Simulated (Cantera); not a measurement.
A Cantera script and what it prints.

```python
import numpy as np
import cantera as ct

gas_names = [...]  # 151 gases of nasa_gas.yaml made of C, H, N, O, Si
cond_names = """
    C(gr) C6H6(L) C7H8(L) C8H18(L),n-octa H2O(s) H2O(L) Si(cr) Si(L) SiC(b) SiO2(Lqz) SiO2(hqz) SiO2(L)
    Si2N2O(s) Si3N4(a)
""".split()


# ... load() reads the species with a 1 bar reference pressure and builds the phases ...
atoms = {
    'Si3N4': {'Si': 3, 'N': 4},
    'CO2': {'C': 1, 'O': 2},
    'H2': {'H': 2},
}
top_T = {'C(gr)': 4500, 'SiC(b)': 3050, 'Si2N2O(s)': 2100, 'Si3N4(a)': 2400}  # K; cautious upper limits of use, not melting points


# ... equilibrate(T, P, feed) seeds the gas with the atoms and calls Mixture.equilibrate('TP', solver="gibbs", rtol=1e-10, max_steps=50000) ...
results = []
feed = {'Si3N4': 1, 'CO2': 0.13, 'H2': 29}  # mol
P = 100000  # Pa
for T in [1498, 1548, 1598, 1648, 1698, 1748, 1798, 1848, 1898, 1948, 1998]:
    mix = equilibrate(T, P, feed)
    results.append((T, P, feed, dict(zip(mix.species_names, mix.species_moles))))
    x = sorted(zip(gas.X, gas.species_names), reverse=True)
    print(f"T = {T:g} K  P = {P:g} Pa  gas = {mix.phase_moles(0):.4g} mol")
    print("   x: " + "  ".join(f"{s} {v:.3e}" for v, s in x if v > 1e-06))
    print("   condensed (mol): " + ("  ".join(f"{mix.phase(i).name} {mix.phase_moles(i):.4g}"
          for i in range(1, mix.n_phases) if mix.phase_moles(i) > 1e-12) or "none"))
```

Output:

```
T = 1498 K  P = 100000 Pa  gas = 29.15 mol
   x: H2 9.939e-01  N2 5.618e-03  CH4 4.591e-04  H 1.713e-05  HCN 1.395e-05  NH3 4.627e-06  CO 2.734e-06
   condensed (mol): SiC(b) 0.1161  Si2N2O(s) 0.2599  Si3N4(a) 0.788
T = 1548 K  P = 100000 Pa  gas = 29.16 mol
   x: H2 9.939e-01  N2 5.765e-03  CH4 2.363e-04  H 3.070e-05  HCN 1.295e-05  CO 4.186e-06  NH3 4.050e-06
   condensed (mol): SiC(b) 0.1226  Si2N2O(s) 0.2599  Si3N4(a) 0.7859
T = 1598 K  P = 100000 Pa  gas = 29.17 mol
   x: H2 9.940e-01  N2 5.838e-03  CH4 1.260e-04  H 5.307e-05  HCN 1.192e-05  CO 6.169e-06  NH3 3.554e-06  SiO 2.962e-06
   condensed (mol): SiC(b) 0.1258  Si2N2O(s) 0.2597  Si3N4(a) 0.7849
T = 1648 K  P = 100000 Pa  gas = 29.17 mol
   x: H2 9.939e-01  N2 5.877e-03  H 8.878e-05  CH4 6.961e-05  SiO 1.099e-05  HCN 1.098e-05  CO 8.834e-06  NH3 3.135e-06  SiH2 1.976e-06
   condensed (mol): SiC(b) 0.1274  Si2N2O(s) 0.2594  Si3N4(a) 0.7845
T = 1698 K  P = 100000 Pa  gas = 29.17 mol
   x: H2 9.938e-01  N2 5.906e-03  H 1.442e-04  CH4 3.984e-05  SiO 3.766e-05  CO 1.237e-05  HCN 1.014e-05  SiH2 5.576e-06  NH3 2.784e-06
   condensed (mol): SiC(b) 0.1282  Si2N2O(s) 0.2585  Si3N4(a) 0.7845
T = 1748 K  P = 100000 Pa  gas = 29.18 mol
   x: H2 9.936e-01  N2 5.947e-03  H 2.278e-04  SiO 1.199e-04  CH4 2.360e-05  CO 1.702e-05  SiH2 1.479e-05  HCN 9.449e-06  NH3 2.492e-06  SiH 1.400e-06  Si 1.055e-06
   condensed (mol): SiC(b) 0.1285  Si2N2O(s) 0.256  Si3N4(a) 0.7852
T = 1798 K  P = 100000 Pa  gas = 29.26 mol
   x: H2 9.907e-01  N2 8.522e-03  H 3.504e-04  SiO 3.178e-04  CO 3.277e-05  SiH2 2.924e-05  CH4 1.814e-05  HCN 1.333e-05  SiH 3.523e-06  Si 3.084e-06  NH3 2.668e-06  SiH4 1.110e-06
   condensed (mol): Si(L) 0.1111  SiC(b) 0.1281  Si2N2O(s) 0.2497  Si3N4(a) 0.7503
T = 1848 K  P = 100000 Pa  gas = 29.59 mol
   x: H2 9.797e-01  N2 1.887e-02  SiO 6.851e-04  H 5.248e-04  CO 9.591e-05  SiH2 4.076e-05  HCN 3.127e-05  CH4 1.886e-05  Si 6.273e-06  SiH 6.190e-06  NH3 3.527e-06  HNC 1.318e-06  SiH4 1.035e-06
   condensed (mol): Si(L) 0.5723  SiC(b) 0.1256  Si2N2O(s) 0.2369  Si3N4(a) 0.6021
T = 1898 K  P = 100000 Pa  gas = 30.27 mol
   x: H2 9.574e-01  N2 4.001e-02  SiO 1.416e-03  H 7.648e-04  CO 2.649e-04  HCN 6.962e-05  SiH2 5.512e-05  CH4 1.909e-05  Si 1.228e-05  SiH 1.049e-05  NH3 4.508e-06  HNC 3.255e-06  H2O 1.239e-06  Si2N 1.199e-06
   condensed (mol): Si(L) 1.55  SiC(b) 0.1192  Si2N2O(s) 0.2091  Si3N4(a) 0.2892
T = 1948 K  P = 100000 Pa  gas = 31.05 mol
   x: H2 9.332e-01  N2 6.069e-02  SiO 3.785e-03  H 1.092e-03  CO 9.317e-04  HCN 1.280e-04  SiH2 7.312e-05  Si 2.323e-05  CH4 1.918e-05  SiH 1.725e-05  HNC 6.601e-06  NH3 4.879e-06  H2O 2.801e-06  Si2N 2.335e-06  SiN 1.692e-06  C2H2,acetylene 1.019e-06
   condensed (mol): Si(L) 2.556  SiC(b) 0.0962  Si2N2O(s) 0.1135
T = 1998 K  P = 100000 Pa  gas = 31.29 mol
   x: H2 9.259e-01  N2 6.382e-02  SiO 6.295e-03  CO 2.012e-03  H 1.544e-03  HCN 1.936e-04  SiH2 9.720e-05  Si 4.253e-05  SiH 2.789e-05  CH4 1.991e-05  HNC 1.096e-05  NH3 4.537e-06  H2O 4.043e-06  Si2N 3.697e-06  SiN 2.810e-06  C2H2,acetylene 2.079e-06  Si2C 1.156e-06
   condensed (mol): Si(L) 2.737  SiC(b) 0.05985
```

These are equilibrium values from Cantera (NASA tables, ideal gas, pure condensed phases), not measurements of a reactor. Mutual solubility and eutectic melting of coexisting phases are not modelled. Gases not in the tables: Si2H6 and higher silanes.
